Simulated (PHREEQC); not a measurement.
# Silver or lead bath (model solution)

Consider water at 25 °C with 0.0019 mol PbCl2, 0.00099 mol KBr and 0.28 mol Zn(NO3)2 per kg of water. Closed to the air; pH follows from the charge balance.

Equilibrium calculation in PHREEQC: ion-association model, phreeqc.dat.

```json
{
 "pH": "5.12",
 "ionic_strength": "0.843 mol/kgw",
 "activity_of_water": "0.986",
 "density": "1.040 g/cm³"
}
```

| species | molality | activity | log γ |
|---|---|---|---|
| NO3- | 0.559 | 0.317 | -0.246 |
| Zn+2 | 0.280 | 0.0501 | -0.747 |
| Cl- | 0.00332 | 0.00205 | -0.209 |
| PbNO3+ | 0.00127 | 0.000974 | -0.115 |
| K+ | 0.000990 | 0.000603 | -0.215 |
| Br- | 0.000972 | 0.000552 | -0.246 |
| Pb+2 | 0.000599 | 0.000208 | -0.461 |
| ZnCl+ | 0.000451 | 0.000277 | -0.212 |
| PbCl+ | 2.21e-5 | 1.70e-5 | -0.115 |
| H+ | 1.03e-5 | 7.68e-6 | -0.126 |
| ZnBr+ | 9.47e-6 | 7.26e-6 | -0.115 |
| ZnOH+ | 9.18e-6 | 7.05e-6 | -0.115 |
| PbBr+ | 8.79e-6 | 6.74e-6 | -0.115 |
| PbOH+ | 6.77e-7 | 5.19e-7 | -0.115 |
| ZnCl2 | 4.90e-7 | 5.95e-7 | 0.084 |

No solid was allowed to form. Ionic strength above about 0.7 mol/kgw puts this run outside the model's range. Complexes and solids missing from the database can't appear.
